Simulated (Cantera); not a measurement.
Cantera with NASA thermochemical tables; ideal gases at 1 bar, condensed phases pure. Values are per mole of reaction as written; species without (g) are pure solids or liquids, kept so even where they would boil at 1 bar.

2 Cs + 2 HCl(g) → 2 CsCl + H₂(g)

| T (K) | ΔH° (kJ) | ΔS° (J/K) | ΔG° (kJ) | log10 K | condensed phases |
|---|---|---|---|---|---|
| 648 | ? | ? | ? | ? | Cs(l), CsCl(s) |
| 723 | -695.6 | -206.5 | -546.3 | 39.47 | Cs(l), CsCl(s) |
| 798 | -685.3 | -192.7 | -531.5 | 34.79 | Cs(l), CsCl(s) |
| 873 | -682.4 | -189.3 | -517.1 | 30.94 | Cs(l), CsCl(s) |
| 948 | -647.0 | -150.8 | -504.1 | 27.78 | Cs(l), CsCl(l) |
| 1023 | -642.4 | -146.0 | -493.0 | 25.17 | Cs(l), CsCl(l) |
| 1098 | ? | ? | ? | ? | Cs(l), CsCl(l) |
| 1173 | ? | ? | ? | ? | Cs(l), CsCl(l) |
| 1248 | -629.4 | -134.6 | -461.5 | 19.32 | Cs(l), CsCl(l) |
| 1323 | -625.6 | -131.6 | -451.5 | 17.83 | Cs(l), CsCl(l) |

**Question.** Complete the blanks.

**Answer.** 
- 648, ΔH° (kJ): -698.0
- 648, ΔS° (J/K): -210.1
- 648, ΔG° (kJ): -561.9
- 648, log10 K: 45.29
- 1098, ΔH° (kJ): -637.9
- 1098, ΔS° (J/K): -141.8
- 1098, ΔG° (kJ): -482.2
- 1098, log10 K: 22.94
- 1173, ΔH° (kJ): -633.5
- 1173, ΔS° (J/K): -138.0
- 1173, ΔG° (kJ): -471.7
- 1173, log10 K: 21.01
